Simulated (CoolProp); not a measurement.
Vapour-liquid equilibrium of n-octane (1) + o-xylene (2) at 485.3 K; x and y are mole fractions of (1).

Computed with CoolProp (multi-fluid Helmholtz-energy mixture model, Beckmüller 2019 and Zhou 2012; pair parameters Bell 2016).

```
x     bubble pressure (MPa)  y at the bubble point  dew pressure at overall composition x (MPa)  liquid density (mol/L)
----  ---------------------  ---------------------  -------------------------------------------  ----------------------
0.05                 0.4716                  0.073                                       0.4674                   6.446
0.15                 0.4974                  0.205                                       0.4864                   6.200
0.25                 0.5221                  0.325                                       0.5064                   5.965
0.35                 0.5460                  0.433                                       0.5276                   5.742
0.45                 0.5691                  0.533                                       0.5498                   5.529
0.55                 0.5917                  0.627                                       0.5731                   5.325
0.65                 0.6138                  0.716                                       0.5973                   5.129
0.75                 0.6354                  0.801                                       0.6224                   4.943
0.85                 0.6569                  0.882                                       0.6484                   4.763
0.95                 0.6780                  0.961                                       0.6750                   4.592
```

No azeotrope shows between x = 0.05 and 0.95.

The pair parameters rest on a limited set of measurements; away from them the model extrapolates.
